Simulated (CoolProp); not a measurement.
Computed with CoolProp (reference Helmholtz-energy equation of state, Akasaka 2024).

### Question
For R1132(E), give the phase and the cp (kJ/(kg K)), speed of sound (m/s) at 100.35 °C and 0.749 bar.

### Answer
- 100.35 °C and 0.749 bar: gas; cp 1.07, speed of sound 234
